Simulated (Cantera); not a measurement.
Cantera run:

```python
import numpy as np
import cantera as ct

gas_names = """
    Fe FeO Fe(OH)2 H HNO HNO2 HNO3 HO2 H2 H2O H2O2 N NH NH2 NH3 NH2OH NO NO2 NO3 N2 N2H2 N2H4 N2O O OH
    O2 O3
""".split()
cond_names = """
    Fe(a) Fe(c) Fe(d) Fe(L) FeO(s) FeO(L) Fe(OH)2(s) Fe(OH)3(s) Fe2O3(s) Fe3O4(s) H2O(s) H2O(L)
""".split()


# ... load() reads the species with a 1 bar reference pressure and builds the phases ...
atoms = {
    'Fe2O3': {'Fe': 2, 'O': 3},
    'H2': {'H': 2},
    'N2': {'N': 2},
}
top_T = {'Fe2O3(s)': 1830, 'Fe3O4(s)': 1870}  # K; cautious upper limits of use, not melting points


# ... equilibrate(T, P, feed) seeds the gas with the atoms and calls Mixture.equilibrate('TP', solver="vcs", rtol=1e-11, max_steps=5000) ...
results = []
feed = {'Fe2O3': 1, 'H2': 28, 'N2': 28}  # mol
P = 14000  # Pa
for T in [1650, 1700, 1750, 1800, 1850, 1900, 1950]:
    mix = equilibrate(T, P, feed)
    results.append((T, P, feed, dict(zip(mix.species_names, mix.species_moles))))

top = {s: max(r[3][s] / sum(r[3][g] for g in gas_names) for r in results) for s in gas_names}
cols = sorted((s for s in top if top[s] > 1e-05), key=lambda s: -top[s])[:5]
seen = [c for c in cond_names if any(r[3].get(c, 0) > 1e-12 for r in results)]
print("log10 of partial pressures in bar; condensed amounts in mol")
print(f"{'T/K':>10s}" + "".join(f"{s[:9]:>10s}" for s in cols + seen))
for T, P, feed, n in results:
    ng = sum(n[g] for g in gas_names)
    print(f"{T:10.4g}" + "".join(f"{np.log10(max(n[s] / ng * P / 1e5, 1e-99)):10.3f}" for s in cols)
          + "".join(f"{n.get(c, 0):10.4g}" for c in seen))
```

Result:

```
log10 of partial pressures in bar; condensed amounts in mol
       T/K        N2        H2       H2O         H        Fe     Fe(c)     Fe(d)     Fe(L)
      1650    -1.155    -1.204    -2.125    -4.644    -5.568     1.999         0         0
      1700    -1.155    -1.204    -2.125    -4.434    -5.201         0     1.997         0
      1750    -1.155    -1.204    -2.125    -4.236    -4.856         0     1.994         0
      1800    -1.155    -1.205    -2.125    -4.048    -4.531         0     1.988         0
      1850    -1.155    -1.205    -2.125    -3.871    -4.233         0         0     1.976
      1900    -1.156    -1.205    -2.126    -3.703    -3.953         0         0     1.955
      1950    -1.156    -1.206    -2.126    -3.544    -3.689         0         0     1.917
```

Equilibrium computed with Cantera from the NASA thermochemical tables; the gas is ideal and each condensed phase is pure.
